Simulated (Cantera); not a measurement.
An isothermal plug-flow reactor at 1000 K and 6.10 bar (inlet), inlet velocity 1.8 m/s, active area per volume 4200 1/m; feed 1.47 % H₂, 11.6 % O₂, 83.2 % N₂, 3.79 % H₂O, equivalence ratio 0.064.

Detailed kinetics in Cantera: Deutschmann's 1995 Pt surface mechanism with GRI-Mech 3.0 gas chemistry. Catalytic surfaces can have several steady states; this one follows from the mechanism file's or the stated starting coverage. Mass transfer to the wall is taken as infinitely fast.

One state of this run: x H₂ = 4.38e-8; x O₂ = 0.109; x H₂O = 0.0530; θ free Pt = 0.112; θ O* = 0.880; θ OH* = 0.00803. x: gas mole fraction; θ: surface coverage.

### Question
Which value of z (m) does it belong to?
(A) 3.8e-05
(B) 0.00012
(C) 6.8e-05
(D) 0.0012

### Answer
D, 0.0012
